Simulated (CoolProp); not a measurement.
Properties of sulfur dioxide along the isobar 3620 kPa (Tc = 157.5 °C, pc = 7887 kPa, ω = 0.256).

Computed with CoolProp (reference Helmholtz-energy equation of state, Gao 2016).

```json
[
 {"T (°C)": "39.95", "phase": "liquid", "cv (kJ/(kg K))": "0.8058", "isothermal compressibility (1/MPa)": "0.001894"},
 {"T (°C)": "59.15", "phase": "liquid", "cv (kJ/(kg K))": "0.8031", "isothermal compressibility (1/MPa)": "0.002556"},
 {"T (°C)": "78.45", "phase": "liquid", "cv (kJ/(kg K))": "0.8032", "isothermal compressibility (1/MPa)": "0.003699"},
 {"T (°C)": "97.75", "phase": "liquid", "cv (kJ/(kg K))": "0.8091", "isothermal compressibility (1/MPa)": "0.006033"},
 {"T (°C)": "116.95", "phase": "gas", "cv (kJ/(kg K))": "0.7330", "isothermal compressibility (1/MPa)": "0.4473"},
 {"T (°C)": "136.25", "phase": "gas", "cv (kJ/(kg K))": "0.6808", "isothermal compressibility (1/MPa)": "0.3809"},
 {"T (°C)": "155.55", "phase": "gas", "cv (kJ/(kg K))": "0.6534", "isothermal compressibility (1/MPa)": "0.3504"},
 {"T (°C)": "174.75", "phase": "gas", "cv (kJ/(kg K))": "0.6389", "isothermal compressibility (1/MPa)": "0.3327"},
 {"T (°C)": "194.05", "phase": "gas", "cv (kJ/(kg K))": "0.6319", "isothermal compressibility (1/MPa)": "0.3208"},
 {"T (°C)": "213.35", "phase": "gas", "cv (kJ/(kg K))": "0.6296", "isothermal compressibility (1/MPa)": "0.3124"},
 {"T (°C)": "232.55", "phase": "gas", "cv (kJ/(kg K))": "0.6302", "isothermal compressibility (1/MPa)": "0.3061"},
 {"T (°C)": "251.85", "phase": "gas", "cv (kJ/(kg K))": "0.6326", "isothermal compressibility (1/MPa)": "0.3012"}
]
```
